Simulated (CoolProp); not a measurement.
Vapour-liquid equilibrium of R22 (1) + dimethyl ether (2) at 420 kPa; x and y are mole fractions of (1).

Values from CoolProp's multi-fluid Helmholtz-energy mixture model, Kamei 1995 and Wu 2011; pair parameters Bell 2016.

Question: Give the bubble temperature and the first vapour's composition at x = 0.45, 0.65, 0.75. Is there an azeotrope?

Answer: x = 0.45: 13.2 °C, y = 0.530; x = 0.65: 7.9 °C, y = 0.798; x = 0.75: 4.1 °C, y = 0.894. y crosses x between x = 0.15 and 0.25: the model has an azeotrope there.

Pair parameters are fitted to limited data, so mixtures are less certain than the pure fluids.
